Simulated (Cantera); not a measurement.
A freely propagating, adiabatic, planar premixed flame of 10.4 % CH4, 18.8 % O2, 70.8 % N2, unburnt at 623 K and 500000 Pa; unity-Lewis-number transport, grid criteria slope 0.08 and curve 0.16, no radiation.

Detailed kinetics in Cantera: GRI-Mech 3.0 (53 species, 325 reactions). Unity Lewis numbers drop preferential diffusion, which matters most where H2 and H carry the flame. Burning velocities carry a grid error of a few per cent, more on coarse grids.

**Question.** Predict: laminar burning velocity; thermal thickness; peak x(H2O2); peak x(O).

**Answer.** 
| Property | Value |
|---|---|
| laminar burning velocity | 58.5 cm/s |
| thermal thickness | 0.114 mm |
| peak x(H2O2) | 6.24e-6 |
| peak x(O) | 0.00186 |
